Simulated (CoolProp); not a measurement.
Vapour-liquid equilibrium of trans-2-butene (1) + ethanol (2) at 381.2 K; x and y are mole fractions of (1).

Values from CoolProp's multi-fluid Helmholtz-energy mixture model, Lemmon 2005 and Schroeder 2014; pair parameters Bell 2016.

```json
[
 {"x": "0.05", "bubble pressure, mixture model (MPa)": "0.5170", "bubble pressure, Raoult's law (MPa)": "0.3669", "y, mixture model": "0.435", "y, Raoult's law": "0.240"},
 {"x": "0.15", "bubble pressure, mixture model (MPa)": "0.9049", "bubble pressure, Raoult's law (MPa)": "0.5137", "y, mixture model": "0.687", "y, Raoult's law": "0.514"},
 {"x": "0.25", "bubble pressure, mixture model (MPa)": "1.180", "bubble pressure, Raoult's law (MPa)": "0.6606", "y, mixture model": "0.768", "y, Raoult's law": "0.667"},
 {"x": "0.35", "bubble pressure, mixture model (MPa)": "1.345", "bubble pressure, Raoult's law (MPa)": "0.8074", "y, mixture model": "0.803", "y, Raoult's law": "0.764"},
 {"x": "0.45", "bubble pressure, mixture model (MPa)": "1.437", "bubble pressure, Raoult's law (MPa)": "0.9543", "y, mixture model": "0.821", "y, Raoult's law": "0.831"},
 {"x": "0.55", "bubble pressure, mixture model (MPa)": "1.496", "bubble pressure, Raoult's law (MPa)": "1.101", "y, mixture model": "0.834", "y, Raoult's law": "0.880"},
 {"x": "0.65", "bubble pressure, mixture model (MPa)": "1.548", "bubble pressure, Raoult's law (MPa)": "1.248", "y, mixture model": "0.848", "y, Raoult's law": "0.918"},
 {"x": "0.75", "bubble pressure, mixture model (MPa)": "1.608", "bubble pressure, Raoult's law (MPa)": "1.395", "y, mixture model": "0.870", "y, Raoult's law": "0.947"},
 {"x": "0.85", "bubble pressure, mixture model (MPa)": "1.676", "bubble pressure, Raoult's law (MPa)": "1.542", "y, mixture model": "0.905", "y, Raoult's law": "0.971"},
 {"x": "0.95", "bubble pressure, mixture model (MPa)": "1.739", "bubble pressure, Raoult's law (MPa)": "1.689", "y, mixture model": "0.961", "y, Raoult's law": "0.991"}
]
```

The largest gap from Raoult's law is +78.6 % in bubble pressure, at x = 0.25. No azeotrope shows between x = 0.05 and 0.95.

Pair parameters are fitted to limited data, so mixtures are less certain than the pure fluids. With so large a gap from Raoult's law the liquid may split in two, which this calculation doesn't test in full.
